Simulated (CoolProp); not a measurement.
Saturation properties of ethylene.

Computed with CoolProp (reference Helmholtz-energy equation of state, Smukala 2000).

```csv
T (°C),p (MPa),liquid density (kg/m³),vapour density (kg/m³),enthalpy of vaporisation (kJ/kg)
-105.85,0.08950,___,___,485.4
-99.75,0.1276,561.9,2.584,476.5
-93.65,0.1772,552.9,3.504,467.2
-87.55,0.2403,543.8,4.653,457.5
-81.55,0.3176,534.6,6.042,447.5
-75.45,0.4140,524.9,___,___
-69.35,0.5306,515.0,9.826,425.3
-63.25,0.6698,504.7,___,413.1
-57.15,0.8341,494.0,15.24,400.1
-51.05,1.026,482.8,18.72,386.1
```

What belongs in the gaps?


- -105.85, liquid density (kg/m³): 570.6
- -105.85, vapour density (kg/m³): 1.862
- -75.45, vapour density (kg/m³): 7.758
- -75.45, enthalpy of vaporisation (kJ/kg): 436.7
- -63.25, vapour density (kg/m³): 12.30

It boils at -103.8 °C under 1 atm.
